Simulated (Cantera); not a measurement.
Input (Python, Cantera) and output of one run.

```python
import numpy as np
import cantera as ct

gas_names = [...]  # 150 gases of nasa_gas.yaml made of C, H, N, O, S
cond_names = """
    C(gr) C6H6(L) C7H8(L) C8H18(L),n-octa H2O(s) H2O(L) H2SO4(L) S(cr1) S(cr2) S(L)
""".split()


# ... load() reads the species with a 1 bar reference pressure and builds the phases ...
atoms = {
    'CS2': {'C': 1, 'S': 2},
    'H2O': {'H': 2, 'O': 1},
    'N2': {'N': 2},
}
top_T = {'C(gr)': 4500}  # K; cautious upper limits of use, not melting points


# ... equilibrate(T, P, feed) seeds the gas with the atoms and calls Mixture.equilibrate('TP', solver="vcs", rtol=1e-11, max_steps=5000) ...
results = []
feed = {'CS2': 1, 'H2O': 4, 'N2': 2.1}  # mol
T = 1848.15  # K
P = 3200000  # Pa
mix = equilibrate(T, P, feed)
results.append((T, P, feed, dict(zip(mix.species_names, mix.species_moles))))
print(gas.report(threshold=0.001))
for i in range(1, mix.n_phases):
    print(f"{mix.phase(i).name:16s} {mix.phase_moles(i):12.5e} mol")
```

Result:

```
       temperature   1848.2 K
          pressure   3.2e+06 Pa
           density   5.6157 kg/m^3
  mean mol. weight   26.967 kg/kmol
   phase of matter   gas

                          1 kg             1 kmol
                     ---------------   ---------------
          enthalpy       -1.5956e+06       -4.3028e+07  J
   internal energy       -2.1654e+06       -5.8394e+07  J
           entropy            9089.3        2.4511e+05  J/K
    Gibbs function       -1.8394e+07       -4.9603e+08  J
 heat capacity c_p            1641.9             44277  J/K
 heat capacity c_v            1333.6             35962  J/K

                      mass frac. Y      mole frac. X     chem. pot. / RT
                     ---------------   ---------------   ---------------
                CO          0.071057           0.06841           -33.846
               COS         0.0069788         0.0031329           -45.158
               CO2           0.09576          0.058678           -56.246
                H2         0.0067664           0.09051           -18.168
               H2O           0.20793           0.31125           -40.568
               H2S           0.14834           0.11739            -29.48
                N2           0.28416           0.27354           -24.508
                SH          0.004543         0.0037048           -20.396
                SO         0.0019226         0.0010788           -33.712
               SO2          0.021946         0.0092385           -56.112
                S2           0.14646          0.061595           -22.624
               S2O         0.0039471         0.0013285           -45.024
     [ +138 minor]        0.00018516        0.00013714

C(gr)             0.00000e+00 mol
S(L)              0.00000e+00 mol
```

Equilibrium computed with Cantera from the NASA thermochemical tables; the gas is ideal and each condensed phase is pure. The ideal-gas law is rough above about 30 bar.
